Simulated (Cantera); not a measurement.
A closed system holds: 1 mol C₂H₄, 39 mol H₂, at 1048 K and 6.40 bar.

Method: chemical equilibrium by Gibbs-energy minimisation in Cantera with the NASA 1993 tables (ideal gas, pure condensed phases). Candidate condensed phases: C, C₆H₆, C₇H₈, C₈H₁₈; 76 gas species. Kinetics and transport are ignored.

Base state: H₂ 0.949, CH₄ 0.0513 (mole fractions); condensed: gas only.

### Question
What changes in the equilibrium state with this change: C₂H₄ replaced by C₃H₆?

### Answer
```csv
species,before,after
H₂,0.949,0.923
CH₄,0.0513,0.0769
```
